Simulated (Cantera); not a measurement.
Charge: 1 mol SiC, 0.005 mol Si, 0.34 mol N2, held at 1.30 Pa.

Equilibrium computed with Cantera from the NASA thermochemical tables; the gas is ideal and each condensed phase is pure. Candidate condensed phases: C, Si, SiC, Si3N4; 20 gas species. The tables' values for SiN are old estimates; treat these amounts as uncertain. The numbers say what is thermodynamically allowed, not how fast it happens.

x: gas mole fraction; n: condensed amount in mol.

```tsv
T (K)	x Si	x C	x N2	x SiC2	x C3	x CN	x C2	n C(graphite)
2475	0.575	0.00905	0.236	0.139	0.0258	0.0113	0.00237	0.465
2550	0.503	0.0251	0.211	0.150	0.0819	0.0197	0.00762	0.0648
2625	0.511	…	0.196	…	0.101	…	…	0
2700	0.519	0.0861	0.182	0.0638	0.0997	0.0300	0.0181	0
2775	0.513	0.140	0.169	0.0356	0.0853	0.0333	0.0228	0
2850	0.496	…	0.156	…	…	0.0346	0.0251	0
2925	0.474	0.279	0.146	0.00765	0.0349	0.0331	0.0235	0
```

### Question
Fill in the missing entries.

### Answer

- 2625, x C: 0.0490
- 2625, x SiC2: 0.104
- 2625, x CN: 0.0253
- 2625, x C2: 0.0128
- 2850, x C: 0.208
- 2850, x SiC2: 0.0177
- 2850, x C3: 0.0611
